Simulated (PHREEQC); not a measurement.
Solution (25 °C): 1.3e-05 mol HCl and 7.9e-06 mol Li2SO4 per kg of water. Closed to the air; pH follows from the charge balance.

All values are PHREEQC results (ion-association model, wateq4f.dat), not measurements.

```
Property                    Value
----------------  ---------------
ionic strength    3.67e-5 mol/kgw
total alkalinity   -0.0130 meq/kg
```

| species | molality | activity | log γ |
|---|---|---|---|
| Li+ | 1.58e-5 | 1.57e-5 | -0.003 |
| Cl- | 1.30e-5 | 1.29e-5 | -0.003 |
| H+ | 1.30e-5 | 1.29e-5 | -0.003 |
| SO4-2 | 7.89e-6 | 7.67e-6 | -0.012 |
| HSO4- | 9.69e-9 | 9.62e-9 | -0.003 |

Precipitation was switched off in this run.
